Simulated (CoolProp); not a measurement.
Vapour-liquid equilibrium of carbon dioxide (1) + propane (2) at 280 K; x and y are mole fractions of (1).

Computed with CoolProp (multi-fluid Helmholtz-energy mixture model, Span 1996 and Lemmon 2009; pair parameters Kunz 2012).

Problem. Give the bubble pressure and the first vapour's composition at x = 0.35, 0.45, 0.65. Is there an azeotrope?

Solution. x = 0.35: 2309 kPa, y = 0.759; x = 0.45: 2664 kPa, y = 0.798; x = 0.65: 3229 kPa, y = 0.855. No azeotrope shows between x = 0.05 and 0.95.

The pair parameters rest on a limited set of measurements; away from them the model extrapolates.
